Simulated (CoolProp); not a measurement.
Vapour-liquid equilibrium of R125 (1) + R245fa (2) at 0.02 MPa; x and y are mole fractions of (1).

Model: multi-fluid Helmholtz-energy mixture model, Lemmon 2005 and Akasaka 2015; pair parameters Bell 2016, in CoolProp.

```json
[
 {"x": "0.05", "bubble temperature, mixture model (K)": "239.4", "bubble temperature, Raoult's law (K)": "241.4", "y, mixture model": "0.580", "y, Raoult's law": "0.530"},
 {"x": "0.15", "bubble temperature, mixture model (K)": "224.4", "bubble temperature, Raoult's law (K)": "227.1", "y, mixture model": "?", "y, Raoult's law": "0.837"},
 {"x": "0.25", "bubble temperature, mixture model (K)": "?", "bubble temperature, Raoult's law (K)": "218.8", "y, mixture model": "0.932", "y, Raoult's law": "0.922"},
 {"x": "0.35", "bubble temperature, mixture model (K)": "211.7", "bubble temperature, Raoult's law (K)": "213.3", "y, mixture model": "0.960", "y, Raoult's law": "0.957"},
 {"x": "0.45", "bubble temperature, mixture model (K)": "208.1", "bubble temperature, Raoult's law (K)": "209.2", "y, mixture model": "0.975", "y, Raoult's law": "0.974"},
 {"x": "0.55", "bubble temperature, mixture model (K)": "?", "bubble temperature, Raoult's law (K)": "206.0", "y, mixture model": "0.983", "y, Raoult's law": "0.984"},
 {"x": "0.65", "bubble temperature, mixture model (K)": "203.0", "bubble temperature, Raoult's law (K)": "203.4", "y, mixture model": "?", "y, Raoult's law": "0.990"},
 {"x": "0.75", "bubble temperature, mixture model (K)": "201.0", "bubble temperature, Raoult's law (K)": "201.2", "y, mixture model": "0.993", "y, Raoult's law": "0.994"},
 {"x": "0.85", "bubble temperature, mixture model (K)": "199.2", "bubble temperature, Raoult's law (K)": "199.3", "y, mixture model": "0.996", "y, Raoult's law": "0.997"},
 {"x": "0.95", "bubble temperature, mixture model (K)": "197.6", "bubble temperature, Raoult's law (K)": "197.6", "y, mixture model": "0.999", "y, Raoult's law": "0.999"}
]
```

Problem. Some entries are withheld; supply them.

Solution. 
- 0.15, y, mixture model: 0.862
- 0.25, bubble temperature, mixture model (K): 216.6
- 0.55, bubble temperature, mixture model (K): 205.3
- 0.65, y, mixture model: 0.989

The largest gap from Raoult's law is -2.7 K in bubble temperature, at x = 0.15. No azeotrope shows between x = 0.05 and 0.95.

Pair parameters are fitted to limited data, so mixtures are less certain than the pure fluids.
